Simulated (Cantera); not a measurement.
Input: 1 mol BN, 14 mol F2, 0.47 mol N2, 3.9 mol Cl2, held at 1575 °C and 0.0860 bar.

Equilibrium computed with Cantera from the NASA thermochemical tables; the gas is ideal and each condensed phase is pure. Rates play no part.

```
species    before     after
-------  --------  --------
ClF        0.0970     0.393
F2       0.000449     0.354
F           0.698     0.151
Cl          0.132   6.45e-7
BF3        0.0318    0.0505
N2         0.0309    0.0477
NF3         <1e-9   0.00249
ClF3        <1e-9  0.000561
Cl2       0.00966   5.44e-7
```
Gas species are given as mole fractions.

### Question
Name the change that produced these shifts.
A. temperature from 1575 °C to 1452 °C
B. temperature from 1575 °C to 1100 °C
C. N2 from 0.47 to 24 mol
D. temperature from 1575 °C to 700 °C

### Answer
D, temperature from 1575 °C to 700 °C
